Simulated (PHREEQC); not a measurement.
Solution (40 °C and 300 atm): 0.064 mol/kgw FeSO4, 0.00076 mol/kgw ZnCl2 and 0.26 mol/kgw Na2SO4. Closed to the air; pH follows from the charge balance.

The numbers come from PHREEQC with the ion-association model, phreeqc.dat.

Problem. The ionic strength comes out as 0.710 mol/kgw. What activity coefficients do Na+, Fe+2, NaSO4-, HSO4-, H+ get?

Solution. Na+ 0.72, Fe+2 0.22, NaSO4- 0.67, HSO4- 0.75, H+ 0.75.

Precipitation was switched off in this run. Caution: at this ionic strength the ion-association model is outside its range; a Pitzer model would be the better tool where its parameters exist. Under pressure, the constants of complexes without a molar volume in the database are unreliable. At this temperature some constants are extrapolated from 25 °C, and those without enthalpy data are left unchanged.
